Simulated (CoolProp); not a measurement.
Properties of isobutene along the isotherm 462.2 K.

Computed with CoolProp (reference Helmholtz-energy equation of state, Lemmon 2005). It is a short technical equation, of lower accuracy than the large ones.

```csv
p (MPa),phase,density (kg/m³),cp (kJ/(kg K)),speed of sound (m/s),Joule-Thomson coefficient (K/MPa),fugacity coefficient
0.251,gas,3.723,?,267.3,6.497,0.9844
0.502,gas,7.570,2.239,263.6,6.621,0.9690
0.753,gas,?,?,259.8,6.750,0.9536
1,gas,15.61,2.278,256.0,6.882,0.9386
1.25,gas,19.87,2.301,252.1,7.021,0.9235
1.51,gas,?,2.327,247.9,7.170,0.9079
1.76,gas,29.11,?,243.8,7.319,0.8930
2.01,gas,33.94,2.386,239.6,7.474,0.8782
```

Problem. What belongs in the gaps?

Solution. 
- 0.251, cp (kJ/(kg K)): 2.221
- 0.753, density (kg/m³): 11.55
- 0.753, cp (kJ/(kg K)): 2.258
- 1.51, density (kg/m³): 24.48
- 1.76, cp (kJ/(kg K)): 2.355
